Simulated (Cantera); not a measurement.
Charge: 1 mol SiO₂, 7.5 mol HBr, 6.4 mol O₂, held at 120 Pa.

Method: chemical equilibrium by Gibbs-energy minimisation in Cantera with the NASA 1993 tables (ideal gas, pure condensed phases). Candidate condensed phases: Br₂, H₂O, Si, SiO₂; 28 gas species. Rates play no part.

### Question
At 950 K, list the 5 most abundant gas species with their mole fractions, and the condensed phases.

### Answer
O₂ 0.370, H₂O 0.295, Br₂ 0.271, Br 0.0464, HBr 0.0174. Condensed: SiO₂(β-quartz).
